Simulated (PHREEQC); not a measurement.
0.11 g of hydrous ferric oxide (600 m²/g; 0.2 weak and 0.005 strong sites per Fe, Dzombak-Morel constants, diffuse double layer) in 1 kg of water with 0.3 mol/kgw of an inert sodium salt, at 25 °C; the pH is set by adding NaOH or the inert anion's acid. O2 is buffered at 0.21 atm. The system is closed to CO2. No solid was allowed to form.

The numbers come from PHREEQC with the ion-association model, wateq4f.dat.

```
pH     surface charge σ (C/m²)  surface potential ψ (mV)
-----  -----------------------  ------------------------
4                        0.349                       123
4.67                     0.303                (withheld)
5.33                (withheld)                       102
6                        0.154                        83
6.67                     0.091                (withheld)
7.33                (withheld)                        33
8                        0.006                         5
8.67                    -0.031                (withheld)
9.33                    -0.074                (withheld)
10                  (withheld)                (withheld)
10.67                   -0.205                       -96
11.33                   -0.282                      -112
12                      -0.339                      -120
```

### Question
What belongs in the gaps?

### Answer

- 4.67, surface potential ψ (mV): 116
- 5.33, surface charge σ (C/m²): 0.231
- 6.67, surface potential ψ (mV): 59
- 7.33, surface charge σ (C/m²): 0.044
- 8.67, surface potential ψ (mV): -24
- 9.33, surface potential ψ (mV): -51
- 10, surface charge σ (C/m²): -0.132
- 10, surface potential ψ (mV): -75
